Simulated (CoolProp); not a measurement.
Properties of diethyl ether along the isobar 17600 kPa.

The numbers come from the reference Helmholtz-energy equation of state, Thol 2014 in CoolProp.

| T (°C) | phase | Joule-Thomson coefficient (K/MPa) | isothermal compressibility (1/MPa) |
|---|---|---|---|
| 24.85 | liquid | -0.3581 | 0.001450 |
| 42.75 | liquid | -0.3310 | 0.001677 |
| 60.55 | liquid | -0.3012 | 0.001949 |
| 78.45 | liquid | -0.2679 | 0.002282 |
| 96.25 | liquid | -0.2309 | 0.002689 |
| 114.15 | liquid | -0.1890 | 0.003195 |
| 131.95 | liquid | -0.1415 | 0.003821 |
| 149.85 | liquid | -0.08679 | 0.004611 |
| 167.75 | liquid | -0.02346 | 0.005608 |
| 185.55 | liquid | 0.04981 | 0.006862 |
| 203.45 | supercritical | 0.1357 | 0.008457 |
| 221.25 | supercritical | 0.2347 | 0.01045 |
| 239.15 | supercritical | 0.3488 | 0.01294 |
| 256.95 | supercritical | 0.4755 | 0.01594 |
| 274.85 | supercritical | 0.6125 | 0.01947 |
